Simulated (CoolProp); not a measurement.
A Linde-Hampson liquefier for nitrogen: isothermal reversible compression at 290 K from 1 atm to 25 MPa, throttling to 1 atm, return gas leaving the recuperator 5 K below the feed. Each further row changes one setting.

The numbers come from the reference Helmholtz-energy equation of state, Span 2000 in CoolProp.

```json
[
 {"case": "as stated", "liquid yield per pass": "(withheld)", "compression work (kJ/kg of gas)": "475"},
 {"case": "high pressure 50 MPa", "liquid yield per pass": "(withheld)", "compression work (kJ/kg of gas)": "(withheld)"},
 {"case": "warm-end temperature 320 K", "liquid yield per pass": "(withheld)", "compression work (kJ/kg of gas)": "(withheld)"},
 {"case": "warm-end gap 10 K", "liquid yield per pass": "(withheld)", "compression work (kJ/kg of gas)": "475"}
]
```

Task: Fill in the missing entries.

Result: 
- as stated, liquid yield per pass: 0.081
- high pressure 50 MPa, liquid yield per pass: 0.087
- high pressure 50 MPa, compression work (kJ/kg of gas): 547
- warm-end temperature 320 K, liquid yield per pass: 0.056
- warm-end temperature 320 K, compression work (kJ/kg of gas): 528
- warm-end gap 10 K, liquid yield per pass: 0.069
